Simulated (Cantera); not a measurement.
What does this Cantera script print?

```python
import numpy as np
import cantera as ct

gas = ct.Solution("gri30.yaml")


def delay(T, t_max=10):
    gas.TPX = T, 94000, {'CH4': 1, 'O2': 3.7, 'N2': 13.9}
    reactor = ct.IdealGasConstPressureReactor(gas, clone=False)
    net = ct.ReactorNet([reactor])
    net.rtol, net.atol = 1e-8, 1e-16
    while net.time < t_max:
        t_old, T_old = net.time, reactor.T
        net.step()
        if reactor.T > T + 400:  # ignition: a rise of 400 K
            return t_old + (T + 400 - T_old) / (reactor.T - T_old) * (net.time - t_old)
    return np.nan


taus = []
for T in [1225, 1300, 1375, 1450, 1525, 1600, 1675, 1750, 1825]:
    taus.append(delay(T))
    print(f"T0 = {T:6g} K   tau = {taus[-1]:.4e} s")
```

It prints:

```
T0 =   1225 K   tau = 2.4488e-02 s
T0 =   1300 K   tau = 8.9935e-03 s
T0 =   1375 K   tau = 3.6287e-03 s
T0 =   1450 K   tau = 1.6173e-03 s
T0 =   1525 K   tau = 7.9735e-04 s
T0 =   1600 K   tau = 4.3066e-04 s
T0 =   1675 K   tau = 2.5065e-04 s
T0 =   1750 K   tau = 1.5480e-04 s
T0 =   1825 K   tau = 1.0032e-04 s
```

Model: GRI-Mech 3.0 (53 species, 325 reactions), integrated in Cantera.
